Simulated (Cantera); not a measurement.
A perfectly stirred reactor is fed with 60.6 % CH4, 28.5 % CO2, 10.9 % H2, at 140000 Pa; it is held at 1873 K, and followed from long to short residence time.

Cantera simulation using GRI-Mech 3.0 (53 species, 325 reactions); the numbers are that mechanism's predictions, not measurements. GRI-Mech 3.0 stops at C3 and has no aromatics, soot or wall deposition, so with more carbon than oxygen in the feed, carbon stays in small species such as C2H2 where larger ones or solid carbon would form.

x: mole fraction; the columns are a selection and need not sum to one.

| τ (s) | x CH4 | x CO2 | x H2 | x CH2O | x C2H6 | x CH2CO |
|---|---|---|---|---|---|---|
| 0.38 | 0.0180 | 0.00407 | 0.572 | [?] | 4.12e-6 | 1.02e-5 |
| 0.14 | 0.0271 | 0.00817 | 0.543 | [?] | 9.33e-6 | 2.07e-5 |
| 0.055 | 0.0403 | 0.0146 | 0.506 | [?] | 2.12e-5 | 3.61e-5 |
| 0.021 | 0.0618 | 0.0266 | 0.464 | [?] | 5.07e-5 | 5.40e-5 |
| 0.0078 | 0.0987 | 0.0519 | 0.426 | [?] | 0.000126 | 6.36e-5 |
| 0.0029 | 0.161 | 0.100 | 0.394 | [?] | 0.000306 | 5.36e-5 |
| 0.0011 | 0.251 | 0.163 | 0.354 | [?] | 0.000675 | 3.15e-5 |
| 0.00042 | 0.359 | 0.218 | 0.290 | [?] | 0.00129 | 1.32e-5 |
| 0.00016 | 0.465 | 0.255 | 0.212 | [?] | 0.00199 | 3.65e-6 |

Question: Some entries are withheld; supply them.

Answer: 
- 0.38, x CH2O: 2.27e-7
- 0.14, x CH2O: 4.95e-7
- 0.055, x CH2O: 1.13e-6
- 0.021, x CH2O: 2.56e-6
- 0.0078, x CH2O: 5.47e-6
- 0.0029, x CH2O: 1.08e-5
- 0.0011, x CH2O: 1.93e-5
- 0.00042, x CH2O: 3.09e-5
- 0.00016, x CH2O: 4.24e-5
